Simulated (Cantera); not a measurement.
Charge: 1 mol SiF4, 15 mol NH3, at 800 K and 21.0 Pa.

Cantera equilibrium calculation (NASA polynomials, part measured and part estimated; ideal gas, pure solids and liquids). Candidate condensed phases: Si, Si3N4; 37 gas species. Kinetics and transport are ignored.

Base state: H2 0.726, N2 0.242, SiF4 0.0322, HF 0.000101 (mole fractions); condensed: Si3N4(s).

Problem. What changes in the equilibrium state with this change: SiF4 replaced by SiHCl3?

Solution. 
| species | before | after |
|---|---|---|
| H2 | 0.726 | 0.686 |
| N2 | 0.242 | 0.218 |
| HCl | 0 | 0.0956 |
| SiF4 | 0.0322 | 0 |
| SiCl4 | 0 | 2.47e-5 |
| HF | 0.000101 | 0 |
| Si3N4(s), mol | 0.000241 | 0.333 |
Further candidate phases: NH4Cl.
